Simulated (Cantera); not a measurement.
A freely propagating, adiabatic, planar premixed flame of H₂ : O₂ : N₂ = 1 : 0.714 : 2.69 (molar parts), unburnt at 500 K and 13300 Pa; mixture-averaged transport, grid criteria slope 0.08 and curve 0.16, no radiation.

Cantera simulation using the H2/O2 subset of GRI-Mech 3.0, which has no nitrogen chemistry; the numbers are that mechanism's predictions, not measurements. Burning velocities carry a grid error of a few per cent, more on coarse grids.

**Question.** Predict: laminar burning velocity; thermal thickness; peak x(HO₂); peak x(O); peak x(H).

**Answer.** 
```
Property                     Value
------------------------  --------
laminar burning velocity  337 cm/s
thermal thickness          5.92 mm
peak x(HO₂)                7.90e-5
peak x(O)                   0.0157
peak x(H)                   0.0508
```
